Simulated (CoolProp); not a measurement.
Acetone at several states: fugacity coefficient from the reference equation and from simpler models built on Tc = 235.0 °C, pc = 4692 kPa, ω = 0.307; each cubic takes its own stable root.

Values from CoolProp's reference Helmholtz-energy equation of state, Lemmon 2006. It is a short technical equation, of lower accuracy than the large ones.

| T (°C) | p (kPa) | phase | reference | van der Waals | Redlich-Kwong | Soave-Redlich-Kwong |
|---|---|---|---|---|---|---|
| 47.55 | 148 | liquid | 0.4869 | 0.9729 | 0.9618 | [?] |
| 110.25 | 2080 | liquid | [?] | 0.5665 | [?] | 0.2254 |
| -12.25 | 149 | liquid | [?] | 0.9569 | [?] | [?] |

Q: Fill in the missing entries.

A: 
- 47.55, Soave-Redlich-Kwong: 0.4853
- 110.25, reference: 0.2130
- 110.25, Redlich-Kwong: 0.3334
- -12.25, reference: 0.03135
- -12.25, Redlich-Kwong: 0.1020
- -12.25, Soave-Redlich-Kwong: 0.02896

At some of these states van der Waals, Redlich-Kwong gives the other phase, because its saturation line lies elsewhere.
